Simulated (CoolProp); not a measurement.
Values from CoolProp's reference Helmholtz-energy equation of state, Akasaka 2020.

Task: For R1123, give the phase and the Z, cp (kJ/(kg K)), speed of sound (m/s), fugacity coefficient at 173.15 °C and 1.47 MPa.

Result: 
- 173.15 °C and 1.47 MPa: gas; Z 0.962, cp 1.09, speed of sound 218, fugacity coefficient 0.962
